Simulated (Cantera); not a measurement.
Input: 1 mol SiH₄, 0.026 mol C₂H₄, 1.1 mol H₂, held at 1298 K and 0.170 bar.

Cantera equilibrium calculation (NASA polynomials, part measured and part estimated; ideal gas, pure solids and liquids). Candidate condensed phases: C, C₆H₆, C₇H₈, C₈H₁₈, Si, SiC; 87 gas species. Mutual solubility and eutectic melting of coexisting phases are not modelled. Rates play no part.

Base state: H₂ 1.000 (mole fractions); condensed: Si(s) + SiC(s).

What changes in the equilibrium state with this change: 0.87 mol N₂ added?


| species | before | after |
|---|---|---|
| H₂ | 1.000 | 0.938 |
| N₂ | 0 | 0.0606 |
| CH₄ | 3.97e-6 | 0.00119 |
| HCN | 0 | 4.85e-5 |
| Si(s), mol | 0.948 | 0 |
| SiC(s), mol | 0.0520 | 0 |
| C(graphite), mol | 0 | 0.0478 |
| Si₃N₄(s), mol | 0 | 0.333 |
N₂ is the only nitrogen source here; it is nearly inert below about 1500 K, so the nitride shown seldom forms there in practice. Further candidate phases: Si₃N₄.

What changes in the equilibrium state with this change: SiH₄ replaced by SiF₄?


| species | before | after |
|---|---|---|
| H₂ | 1.000 | 0.529 |
| SiF₄ | 0 | 0.459 |
| HF | 0 | 0.00583 |
| SiHF₃ | 0 | 0.00381 |
| SiF₃ | 0 | 0.00198 |
| Si(s), mol | 0.948 | 0 |
| SiC(s), mol | 0.0520 | 0 |
| C(graphite), mol | 0 | 0.0512 |
The tables' values for SiF₃ are old estimates; treat these amounts as uncertain.
